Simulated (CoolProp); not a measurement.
A Linde-Hampson liquefier for dry air: isothermal reversible compression at 250 K from 1 atm to 25 MPa, throttling to 1 atm, return gas leaving the recuperator 0 K below the feed. Each further row changes one setting.

Values from CoolProp's reference Helmholtz-energy equation of state, Lemmon 2000. It is a pseudo-pure fit of the blend.

| case | liquid yield per pass | compression work (kJ/kg of gas) |
|---|---|---|
| as stated | … | 387 |
| high pressure 50 MPa | … | … |
| warm-end temperature 280 K | … | 440 |
| warm-end gap 5 K | … | 387 |

Task: Complete the blanks.

Result: 
- as stated, liquid yield per pass: 0.154
- high pressure 50 MPa, liquid yield per pass: 0.170
- high pressure 50 MPa, compression work (kJ/kg of gas): 444
- warm-end temperature 280 K, liquid yield per pass: 0.112
- warm-end gap 5 K, liquid yield per pass: 0.143
